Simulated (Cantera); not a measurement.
Thermodynamics of boron, boron nitride and boron oxide, feed BF3 + O2 + N2 + H2O

Charge: 1 mol BF3, 0.9 mol O2, 1.6 mol N2, 0.52 mol H2O, equilibrated at 0.100 bar.

Cantera equilibrium calculation (NASA polynomials, part measured and part estimated; ideal gas, pure solids and liquids). Candidate condensed phases: B, BN, B2O3, B3O3H3, H2O; 62 gas species. Gases not in the tables: H3BO3. Rates play no part.

| T (K) | x N2 | x O2 | x BF3 | x HF | x H2O | x BOF | x B3O3F3 |
|---|---|---|---|---|---|---|---|
| 1075 | 0.390 | 0.219 | 0.185 | 0.118 | 0.0676 | 0.000595 | 0.0193 |
| 1125 | 0.389 | 0.219 | 0.180 | 0.126 | 0.0630 | 0.00151 | 0.0204 |
| 1175 | 0.388 | 0.218 | 0.176 | 0.135 | 0.0586 | 0.00350 | 0.0210 |
| 1225 | 0.386 | 0.217 | 0.171 | 0.142 | 0.0540 | 0.00749 | 0.0207 |
| 1275 | 0.384 | 0.216 | 0.166 | 0.150 | 0.0492 | 0.0147 | 0.0192 |
| 1325 | 0.380 | 0.214 | 0.160 | 0.157 | 0.0439 | 0.0266 | 0.0161 |
| 1375 | 0.375 | 0.211 | 0.154 | 0.165 | 0.0379 | 0.0432 | 0.0114 |
| 1425 | 0.369 | 0.207 | 0.146 | 0.174 | 0.0312 | 0.0621 | 0.00639 |
x: gas mole fraction; nothing condenses.

From 1075 K to 1425 K nothing is condensed.
